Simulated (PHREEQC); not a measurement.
Make-up at 20 °C: 0.0015 mol/kgw TMAH, 0.0005 mol/kgw H3BO3 and 0.014 mol/kgw Na2CO3. Closed to the air; pH follows from the charge balance.

Computed with PHREEQC (ion-association model, phreeqc.dat).

- pH: 11.33
- ionic strength: 0.0385 mol/kgw
- total alkalinity: 29.5 meq/kg

```json
[
 {"species": "Na+", "molality": "0.0259", "activity": "0.0217", "log γ": "-0.075"},
 {"species": "CO3-2", "molality": "0.0111", "activity": "0.00565", "log γ": "-0.295"},
 {"species": "NaCO3-", "molality": "0.00211", "activity": "0.00177", "log γ": "-0.077"},
 {"species": "OH-", "molality": "0.00176", "activity": "0.00146", "log γ": "-0.081"},
 {"species": "(CH3)4N+", "molality": "0.00150", "activity": "0.00125", "log γ": "-0.079"},
 {"species": "HCO3-", "molality": "0.000745", "activity": "0.000629", "log γ": "-0.074"},
 {"species": "H2BO3-", "molality": "0.000496", "activity": "0.000416", "log γ": "-0.077"},
 {"species": "NaHCO3", "molality": "7.85e-6", "activity": "7.92e-6", "log γ": "0.004"},
 {"species": "H3BO3", "molality": "3.68e-6", "activity": "3.72e-6", "log γ": "0.004"},
 {"species": "CO2", "molality": "7.05e-9", "activity": "7.12e-9", "log γ": "0.004"}
]
```

Precipitation was switched off in this run. Species that the database lacks are ignored. (CH3)4N+ isn't in the database: it is added as a free cation with an ion size of 4 Å.
